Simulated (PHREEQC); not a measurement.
Consider water at 25 °C with 0.38 mmol/kgw Ca(HCO3)2, 0.022 mmol/kgw CO2 and 1.8 mmol/kgw NaCl. Closed to the air; pH follows from the charge balance.

All values are PHREEQC results (Pitzer model, pitzer.dat), not measurements.

Question: The ionic strength comes out as 0.00294 mol/kgw. What activity coefficients do CO3-2, Ca+2, Cl-, Na+, HCO3- get?

Answer: CO3-2 0.78, Ca+2 0.79, Cl- 0.94, Na+ 0.95, HCO3- 0.96. Single-ion values are on the MacInnes scale.

Precipitation was switched off in this run.
